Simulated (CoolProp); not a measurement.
Model: reference Helmholtz-energy equation of state, Thol 2015, in CoolProp.

For octamethylcyclotetrasiloxane (D4), give the phase and the density (kg/m³), Joule-Thomson coefficient (K/MPa), expansivity (1/kK) at 620 K and 0.369 MPa; 620 K and 0.758 MPa; 620 K and 6.56 MPa.


- 620 K and 0.369 MPa: gas; density 23.1, Joule-Thomson coefficient 8.00, expansivity 2.23
- 620 K and 0.758 MPa: gas; density 53.1, Joule-Thomson coefficient 9.48, expansivity 3.33
- 620 K and 6.56 MPa: supercritical; density 573, Joule-Thomson coefficient 0.455, expansivity 2.58
